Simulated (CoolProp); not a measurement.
A single-stage vapour-compression cycle with R1233zd(E): evaporating at 281.15 K (dew point), condensing at 337.15 K (bubble point), superheat 0 K, subcooling 2 K, compressor efficiency 0.8, no pressure losses. Each further row changes one setting.

Computed with CoolProp (reference Helmholtz-energy equation of state, Akasaka 2022).

```csv
case,cooling COP,pressure ratio,discharge temperature (K),refrigerating effect (kJ/kg),volumetric capacity (kJ/m³)
as stated,3.17,6.42,341.7,134,524
evaporating temperature 286.15 K,3.63,5.25,340.7,(withheld),(withheld)
condensing temperature 332.15 K,3.59,5.59,336.9,140,549
subcooling 7 K,3.32,6.42,341.7,140,549
superheat 10 K,3.22,6.42,352.1,(withheld),(withheld)
compressor efficiency 0.7,(withheld),6.42,(withheld),134,524
```

Q: Complete the blanks.

A: 
- evaporating temperature 286.15 K, refrigerating effect (kJ/kg): 137
- evaporating temperature 286.15 K, volumetric capacity (kJ/m³): 649
- superheat 10 K, refrigerating effect (kJ/kg): 141
- superheat 10 K, volumetric capacity (kJ/m³): 534
- compressor efficiency 0.7, cooling COP: 2.77
- compressor efficiency 0.7, discharge temperature (K): 348.3
